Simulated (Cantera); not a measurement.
An adiabatic, constant-pressure homogeneous reactor starts with CO : H₂ : O₂ : N₂ : H₂O = 1 : 0.23 : 0.707 : 2.66 : 0.87 (molar parts), equivalence ratio 0.87, at 1375 K and 44000 Pa. Integrator tolerance rtol = 1e-08.

Computed with Cantera and GRI-Mech 3.0 (53 species, 325 reactions).

**Question.** What does this change do: constant volume in place of constant pressure?

**Answer.** 
| quantity | before | after |
|---|---|---|
| time of steepest temperature rise | 0.109 ms | 0.117 ms |
| temperature at 0.100 s | 2490 K | 2601 K |
| equilibrium temperature | 2490 K | 2601 K |
| x(CO) at 0.100 s | 0.0435 (gas-phase equilibrium 0.0435) | 0.0521 (gas-phase equilibrium 0.0521) |
| x(H₂) at 0.100 s | 0.00909 (gas-phase equilibrium 0.00909) | 0.0108 (gas-phase equilibrium 0.0108) |
| x(O₂) at 0.100 s | 0.0358 (gas-phase equilibrium 0.0358) | 0.0386 (gas-phase equilibrium 0.0386) |
| x(H₂O) at 0.100 s | 0.200 (gas-phase equilibrium 0.200) | 0.194 (gas-phase equilibrium 0.194) |
| x(OH) at 0.100 s | 0.0157 (gas-phase equilibrium 0.0157) | 0.0191 (gas-phase equilibrium 0.0191) |
